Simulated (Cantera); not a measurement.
A closed system holds: 1 mol CH3SiCl3, 0.057 mol C3H8, 1.2 mol H2, 0.092 mol C2H2, held at 75.0 Torr.

Method: chemical equilibrium by Gibbs-energy minimisation in Cantera with the NASA 1993 tables (ideal gas, pure condensed phases). Candidate condensed phases: C, C6H6, C7H8, C8H18, Si, SiC; 109 gas species. The feed counts by its element totals alone. The tables' values for SiCl3 are old estimates; treat these amounts as uncertain. Equilibrium is a limit: real reactors are often held back by kinetics, nucleation or transport. All values below are at 1100 °C.

Base state: HCl 0.469, H2 0.467, SiCl4 0.0467, SiCl3 0.00761, SiCl2 0.00575, SiHCl3 0.00294, CH4 0.000110, SiH2Cl2 2.74e-5 (mole fractions); condensed: C(graphite) + SiC(s).

What changes in the equilibrium state with this change: CH3SiCl3 replaced by (CH3)2SiCl2?


| species | before | after |
|---|---|---|
| H2 | 0.467 | 0.659 |
| HCl | 0.469 | 0.331 |
| SiCl4 | 0.0467 | 0.00580 |
| SiCl3 | 0.00761 | 0.00159 |
| SiHCl3 | 0.00294 | 0.000730 |
| SiCl2 | 0.00575 | 0.00203 |
| SiH2Cl2 | 2.74e-5 | 1.36e-5 |
| C(graphite), mol | 0.625 | 1.41 |
| SiC(s), mol | 0.730 | 0.944 |
